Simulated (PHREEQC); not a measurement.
1 kg of water holding 0.042 mol/kgw NaBr, 0.081 mol/kgw MgBr2, 0.0012 mol/kgw CaSO4 and 0.44 mol/kgw NaCl is evaporated at 25 °C; the solids stay in contact with the brine. No CO2 enters from the air. Solids allowed: Bischofite, Bloedite, Brucite, Epsomite, Glauberite, Gypsum, Anhydrite, Halite, Hexahydrite, Kieserite, Mirabilite, Portlandite, Thenardite, MgCl2_4H2O. Others were left out.

The series has 16 steps of water left (kg), from 1 to 0.05275.

Computed with PHREEQC (Pitzer model, pitzer.dat).

Task: Which solids form, in which order, and at which step of the series does each first stand?

Result: Halite from water left = 0.09502 kg.

Species that the database lacks are ignored.
